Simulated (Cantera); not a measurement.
## Counterflow diffusion flame

A counterflow diffusion flame at 1.30 bar, nozzles 20 mm apart: fuel side CH3OH = 1 (molar parts) at 525 K, oxidiser side O2 : N2 = 0.18 : 0.82 (molar parts) at 375 K, fuel mass flux 1 times the oxidiser's; mixture-averaged transport, no radiation.

Model: GRI-Mech 3.0 (53 species, 325 reactions), integrated in Cantera. GRI-Mech 3.0 was tuned for natural gas; its chemistry of methanol as a main component is partial and can be far from experiment. GRI-Mech 3.0 has no aromatics or soot, which form on the fuel side of real flames. The maximum strain rate includes the flame's own expansion and is several times the mean.

| oxidiser flux (kg/m²/s) | max strain (1/s) | mean strain (1/s) | T max (K) | peak x OH | peak x H | peak x NO | peak x CO | peak x C2H2 |
|---|---|---|---|---|---|---|---|---|
| 0.33 | 163 | 31.1 | 1978 | 0.00652 | 0.00477 | 4.08e-5 | 0.152 | 6.52e-5 |
| 0.48 | 229 | 45.2 | 1943 | 0.00662 | 0.00540 | 3.50e-5 | 0.149 | 8.43e-5 |
| 0.71 | 329 | 66.8 | 1908 | 0.00670 | 0.00607 | 3.08e-5 | 0.147 | 0.000108 |
| 1.1 | 494 | 104 | 1868 | 0.00673 | 0.00685 | 2.69e-5 | 0.144 | 0.000140 |
| 1.6 | 703 | 151 | 1828 | 0.00663 | 0.00748 | 2.37e-5 | 0.142 | 0.000168 |
| 2.3 | 988 | 217 | 1788 | 0.00643 | 0.00802 | 2.05e-5 | 0.139 | 0.000191 |
| 3.5 | 1470 | 329 | 1743 | 0.00612 | 0.00852 | 1.69e-5 | 0.135 | 0.000204 |
| 5.1 | 2100 | 480 | 1702 | 0.00570 | 0.00877 | 1.35e-5 | 0.133 | 0.000195 |
x: mole fraction; the columns are a selection and need not sum to one.
